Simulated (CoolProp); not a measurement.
n-butane along the isobar 0.84 MPa: density (kg/m³) from the reference equation and from simpler models built on Tc = 152.0 °C, pc = 3.796 MPa, ω = 0.201; each cubic takes its own stable root.

Model: reference Helmholtz-energy equation of state, Bücker 2006, in CoolProp.

| T (°C) | phase | reference |
|---|---|---|
| -60.65 | liquid | 662.7 |
| -26.05 | liquid | 628.7 |
| 8.55 | liquid | 592.4 |
| 43.05 | liquid | 552.1 |
| 77.65 | gas | 20.07 |
| 112.15 | gas | 17.21 |
| 146.75 | gas | 15.25 |
| 181.25 | gas | 13.77 |

Problem. How far does each simpler model (van der Waals, Soave-Redlich-Kwong, Peng-Robinson) lie from the reference over these 8 states: mean and median of the absolute difference, and the worst?

Solution. 
- van der Waals: mean 27.4 %, median 21.7 %, worst -96.0 % at 43.05 °C and 0.84 MPa
- Soave-Redlich-Kwong: mean 3.7 %, median 3.9 %, worst -7.8 % at 43.05 °C and 0.84 MPa
- Peng-Robinson: mean 2.8 %, median 2.7 %, worst +5.4 % at 8.55 °C and 0.84 MPa

At some of these states van der Waals gives the other phase, because its saturation line lies elsewhere.
